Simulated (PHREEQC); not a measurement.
Consider water at 20 °C with 0.051 mol HF, 0.013 mol KF and 5.5e-05 mol (NH4)2SiF6 per kg of water. Closed to the air; pH follows from the charge balance.

The numbers come from PHREEQC with the ion-association model, phreeqc.dat.

This is a speciation only: nothing precipitates in the calculation.

Problem. Estimate the pH, ionic strength.

Solution. pH 2.56; ionic strength 0.0162 mol/kgw.

Problem. In which forms is F present?

Solution. HF 71 %, F- 21 %, HF2- 7.2 %, SiF6-2 0.5 % of the F.

SiF6-2 is the database's only silicon fluoride.
